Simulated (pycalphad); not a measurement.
CALPHAD calculation (pycalphad, COST 507 light-alloy database (1999)), 1 atm. These are 1990s assessments: newer ones move some temperatures and phases. Amounts are mole fractions of atoms. Diffusion is slow at the low end, where real alloys seldom reach equilibrium.

Give the equilibrium state of Al-6.69Mg-4.51Si (at.%) at 77 °C.

FCC_A1, fraction 0.888, with <0.01 Mg, <0.01 Si at.%; MG2SI, fraction 0.100, with 66.7 Mg, 33.3 Si at.%; DIAMOND_A4, fraction 0.012, with no Mg, >99.99 Si at.%.

Give the equilibrium state of Al-6.69Mg-4.51Si (at.%) at 577 °C.


```
T = 850.00 K, P = 101325 Pa, N = 1 mol of atoms
G = -34862 J/mol, H = 15842 J/mol, S = 59.65 J/(mol K)  (SER reference)
chemical potentials (J/mol): Al -33107, Mg -62893, Si -27852
phase             fraction      x(Al)      x(Mg)      x(Si)
FCC_A1              0.7798     0.9806     0.0111     0.0083
LIQUID              0.1474     0.8364     0.0662     0.0974
MG2SI               0.0728       none     0.6667     0.3333
```

Database names, with the compositions (at.%) that they take in these runs: MG2SI: Mg 67 Si 33. FCC_A1 is fcc; DIAMOND_A4 is diamond (Si). An entry "none" or "no" means that the model of the phase leaves that element out.
